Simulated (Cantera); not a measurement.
# Transport properties of process gases

Gas mixture: H2O = 0.81 (molar parts), at 0.140 bar, frozen composition.

Cantera's kinetic-theory transport with the Lennard-Jones parameters of GRI-Mech 3.0, ideal gas; thermal conductivity in the multicomponent form. Polar gases are described roughly by these parameters.

```json
[
 {"T (K)": "400", "ρ (kg/m³)": "0.0758", "cp (J/kg/K)": "1902", "μ (µPa s)": "14.0", "λ (mW/m/K)": "36.8", "Pr": "0.722", "D (cm²/s) H2": "10.5", "D (cm²/s) H": "16.4", "D (cm²/s) NH3": "2.54"},
 {"T (K)": "650", "ρ (kg/m³)": "0.0467", "cp (J/kg/K)": "2049", "μ (µPa s)": "23.4", "λ (mW/m/K)": "67.1", "Pr": "0.714", "D (cm²/s) H2": "24.8", "D (cm²/s) H": "40.8", "D (cm²/s) NH3": "6.84"},
 {"T (K)": "900", "ρ (kg/m³)": "0.0337", "cp (J/kg/K)": "2220", "μ (µPa s)": "32.6", "λ (mW/m/K)": "102", "Pr": "0.713", "D (cm²/s) H2": "43.4", "D (cm²/s) H": "73.0", "D (cm²/s) NH3": "13.0"},
 {"T (K)": "1150", "ρ (kg/m³)": "0.0264", "cp (J/kg/K)": "2401", "μ (µPa s)": "41.5", "λ (mW/m/K)": "140", "Pr": "0.715", "D (cm²/s) H2": "65.8", "D (cm²/s) H": "112", "D (cm²/s) NH3": "20.8"},
 {"T (K)": "1400", "ρ (kg/m³)": "0.0217", "cp (J/kg/K)": "2565", "μ (µPa s)": "50.0", "λ (mW/m/K)": "179", "Pr": "0.716", "D (cm²/s) H2": "91.5", "D (cm²/s) H": "157", "D (cm²/s) NH3": "30.0"},
 {"T (K)": "1650", "ρ (kg/m³)": "0.0184", "cp (J/kg/K)": "2708", "μ (µPa s)": "58.0", "λ (mW/m/K)": "219", "Pr": "0.718", "D (cm²/s) H2": "120", "D (cm²/s) H": "208", "D (cm²/s) NH3": "40.6"},
 {"T (K)": "1900", "ρ (kg/m³)": "0.0160", "cp (J/kg/K)": "2830", "μ (µPa s)": "65.6", "λ (mW/m/K)": "258", "Pr": "0.719", "D (cm²/s) H2": "152", "D (cm²/s) H": "264", "D (cm²/s) NH3": "52.3"},
 {"T (K)": "2150", "ρ (kg/m³)": "0.0141", "cp (J/kg/K)": "2931", "μ (µPa s)": "72.7", "λ (mW/m/K)": "296", "Pr": "0.720", "D (cm²/s) H2": "187", "D (cm²/s) H": "324", "D (cm²/s) NH3": "65.2"}
]
```
D: mixture-averaged diffusion coefficient of that species in the mixture.
